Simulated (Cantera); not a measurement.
A closed system holds: 1 mol BF₃, 36 mol H₂, 0.19 mol H₂O, equilibrated at 773.15 K and 12.0 Pa.

Equilibrium computed with Cantera from the NASA thermochemical tables; the gas is ideal and each condensed phase is pure. Candidate condensed phases: B, B₂O₃, B₃O₃H₃, H₂O; 43 gas species. Kinetics and transport are ignored.

Base state: H₂ 0.967, BF₃ 0.0228, HF 0.00817, B₃O₃F₃ 0.00136, H₂O 0.00102 (mole fractions); condensed: gas only.

### Question
What changes in the equilibrium state with this change: BF₃ replaced by B?

### Answer
```json
[
 {"species": "H₂", "before": "0.967", "after": "1.000"},
 {"species": "B₃O₃H₃", "before": "<1e-9", "after": "4.24e-5"},
 {"species": "BF₃", "before": "0.0228", "after": "0"},
 {"species": "HF", "before": "0.00817", "after": "0"},
 {"species": "B₃O₃F₃", "before": "0.00136", "after": "0"},
 {"species": "H₂O", "before": "0.00102", "after": "<1e-9"},
 {"species": "B(s), mol", "before": "0", "after": "0.872"},
 {"species": "B₂O₃(l), mol", "before": "0", "after": "0.0618"}
]
```
